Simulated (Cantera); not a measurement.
Input: 1 mol CF₄, 0.96 mol F₂, at 1752 °C and 10000 Pa.

Method: chemical equilibrium by Gibbs-energy minimisation in Cantera with the NASA 1993 tables (ideal gas, pure condensed phases). Candidate condensed phases: C; 13 gas species. Gases not in the tables: C₂F₆ and larger saturated fluorocarbons. The numbers say what is thermodynamically allowed, not how fast it happens.

**Question.** What is the equilibrium state?

**Answer.** 
| Quantity | Result |
|---|---|
| x(F) | 0.657 |
| x(CF₄) | 0.342 |
| x(F₂) | 0.000178 |
| x(CF₃) | 2.56e-5 |
| x(CF₂) | 2.22e-6 |
| gas amount | 2.920 mol |
| log10 activity of C(graphite) (absent) | -8.12 |
